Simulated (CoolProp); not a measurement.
A simple Rankine cycle with R21: condensing at 308.15 K, boiler at 3.27 MPa, turbine inlet 437.2 K, turbine efficiency 0.7, pump efficiency 0.6, no recuperator. Each further row changes one setting.

Model: reference Helmholtz-energy equation of state, Platzer 1990, in CoolProp. This equation is an older, rougher fit; its heat capacities, sound speeds and derivatives of the liquid may be far off and weren't checked against measurements.

| case | thermal efficiency (%) | net work (kJ/kg) | heat in (kJ/kg) | turbine exit temperature (K) | volume ratio over the turbine |
|---|---|---|---|---|---|
| as stated | 14.4 | 39.1 | 272 | 320.5 | 13.0 |
| turbine inlet 457.2 K | 14.9 | 43.6 | 293 | 345.2 | 12.4 |
| condensing temperature 300.15 K | 15.4 | 43.1 | 280 | 312.4 | 16.6 |
| boiler pressure 2.29 MPa | 13.4 | 38.7 | 288 | 345.9 | 8.51 |
| turbine efficiency 0.6 | 12.1 | 33.0 | 272 | 329.7 | 13.5 |
